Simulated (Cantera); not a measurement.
**Thermodynamics of tantalum, niobium, vanadium and zirconium in process gases, feed Ta + CH₄ + H₂O**

Charge: 1 mol Ta, 0.54 mol CH₄, a varied amount of H₂O, equilibrated at 1900 K and 26.3 Torr.

These are equilibrium values from Cantera (NASA tables, ideal gas, pure condensed phases), not measurements of a reactor. Candidate condensed phases: C, C₆H₆, C₇H₈, C₈H₁₈, H₂O, Ta, TaC, Ta₂O₅; 113 gas species. Mutual solubility and eutectic melting of coexisting phases are not modelled. TaC: taken at fixed stoichiometry. Condensed phases not in the tables: Ta₂C, N, O or C dissolved in the metal. Kinetics and transport are ignored.

From 0.38 mol H₂O to 1.2 mol H₂O the condensed part is Ta(s) + TaC(s) + Ta₂O₅(s). At 2.2 mol H₂O the condensed part is TaC(s) + Ta₂O₅(s). From 3.9 mol H₂O to 13 mol H₂O the condensed part is Ta₂O₅(s). The main Ta-bearing gas is TaO₂ throughout.

```csv
n(H₂O) (mol),x H₂,x H₂O,x CO,x CO₂,x H,x OH,x TaO₂,x O,n Ta(s),n TaC(s),n Ta₂O₅(s)
0.38,0.969,0.00112,0.0258,7.07e-6,0.00418,3.96e-7,4.79e-6,1.28e-9,0.363,0.501,0.0679
0.69,0.969,0.00112,0.0258,7.07e-6,0.00418,3.96e-7,4.79e-6,1.28e-9,0.251,0.493,0.128
1.2,0.969,0.00112,0.0258,7.07e-6,0.00418,3.96e-7,4.79e-6,1.28e-9,0.0658,0.479,0.227
2.2,0.911,0.00147,0.0832,3.19e-5,0.00405,5.36e-7,4.06e-6,1.79e-9,0,0.242,0.379
3.9,0.748,0.151,0.0932,0.00447,0.00367,6.08e-5,3.62e-7,2.24e-7,0,0,0.500
7.1,0.482,0.453,0.0505,0.0113,0.00294,0.000228,1.68e-7,1.04e-6,0,0,0.500
13,0.293,0.667,0.0240,0.0129,0.00230,0.000429,1.08e-7,2.52e-6,0,0,0.500
```
x: gas mole fraction; n: condensed amount in mol.
